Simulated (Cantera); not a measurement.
## Hydrocarbon pyrolysis for carbon deposition

An isothermal, constant-pressure homogeneous reactor starts with CH4 : H2 = 1 : 2.6 (molar parts), at 1725 K and 1.05 Torr.

Model: GRI-Mech 3.0 (53 species, 325 reactions), integrated in Cantera. GRI-Mech 3.0 stops at C3 and has no aromatics, soot or wall deposition, so with more carbon than oxygen in the feed, carbon stays in small species such as C2H2 where larger ones or solid carbon would form. Radical loss at walls, strong at low pressure, is not modelled.

```tsv
t (s)	x CH4	x H2	x H	x C2H4	x CH3	x C2H6	x CH2
8.00e-5	0.278	0.722	7.45e-7	<1e-12	1.45e-6	<1e-12	<1e-12
0.000278	0.278	0.722	1.57e-6	5.17e-12	6.08e-6	1.32e-12	2.79e-12
0.000969	0.278	0.722	3.74e-6	5.63e-10	2.29e-5	1.07e-10	6.34e-11
0.00337	0.278	0.722	1.13e-5	3.53e-8	8.14e-5	5.39e-9	1.07e-9
0.0117	0.277	0.722	3.75e-5	1.66e-6	0.000285	1.63e-7	1.41e-8
0.0409	0.276	0.722	0.000131	6.80e-5	0.001000	2.85e-6	1.62e-7
0.142	0.266	0.727	0.000506	0.00199	0.00366	3.29e-5	1.68e-6
0.495	0.156	0.792	0.00121	0.00300	0.00471	3.95e-5	3.85e-6
1.72	0.0526	0.857	0.00151	0.000384	0.00186	5.57e-6	2.29e-6
6.00	0.0111	0.882	0.00223	3.11e-5	0.000566	3.80e-7	1.28e-6
```
x: mole fraction; the columns are a selection and need not sum to one.

Equilibrium at this temperature and pressure: CH4 3.97e-5, H2 0.887, H 0.00471, C2H4 5.37e-6, CH3 4.27e-6, C2H6 1.30e-11, CH2 2.39e-8 (gas phase only).
